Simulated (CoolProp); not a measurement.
Vapour-liquid equilibrium of R143a (1) + isobutene (2) at 317.2 K; x and y are mole fractions of (1).

The numbers come from the multi-fluid Helmholtz-energy mixture model, Lemmon and Jacobsen 2000 and Lemmon 2005; pair parameters Bell 2016 in CoolProp.

```json
[
 {"x": "0.05", "bubble pressure, mixture model (kPa)": "669.7", "bubble pressure, Raoult's law (kPa)": "597.6", "y, mixture model": "0.227", "y, Raoult's law": "0.169"},
 {"x": "0.15", "bubble pressure, mixture model (kPa)": "910.3", "bubble pressure, Raoult's law (kPa)": "746.7", "y, mixture model": "0.450", "y, Raoult's law": "0.405"},
 {"x": "0.25", "bubble pressure, mixture model (kPa)": "1099", "bubble pressure, Raoult's law (kPa)": "895.8", "y, mixture model": "0.565", "y, Raoult's law": "0.562"},
 {"x": "0.35", "bubble pressure, mixture model (kPa)": "1253", "bubble pressure, Raoult's law (kPa)": "1045", "y, mixture model": "0.640", "y, Raoult's law": "0.675"},
 {"x": "0.45", "bubble pressure, mixture model (kPa)": "1387", "bubble pressure, Raoult's law (kPa)": "1194", "y, mixture model": "0.698", "y, Raoult's law": "0.759"},
 {"x": "0.55", "bubble pressure, mixture model (kPa)": "1509", "bubble pressure, Raoult's law (kPa)": "1343", "y, mixture model": "0.748", "y, Raoult's law": "0.825"},
 {"x": "0.65", "bubble pressure, mixture model (kPa)": "1625", "bubble pressure, Raoult's law (kPa)": "1492", "y, mixture model": "0.797", "y, Raoult's law": "0.877"},
 {"x": "0.75", "bubble pressure, mixture model (kPa)": "1739", "bubble pressure, Raoult's law (kPa)": "1641", "y, mixture model": "0.848", "y, Raoult's law": "0.920"},
 {"x": "0.85", "bubble pressure, mixture model (kPa)": "1851", "bubble pressure, Raoult's law (kPa)": "1790", "y, mixture model": "0.904", "y, Raoult's law": "0.956"},
 {"x": "0.95", "bubble pressure, mixture model (kPa)": "1961", "bubble pressure, Raoult's law (kPa)": "1940", "y, mixture model": "0.966", "y, Raoult's law": "0.987"}
]
```

The largest gap from Raoult's law is +22.7 % in bubble pressure, at x = 0.25. No azeotrope shows between x = 0.05 and 0.95.

The pair parameters rest on a limited set of measurements; away from them the model extrapolates.
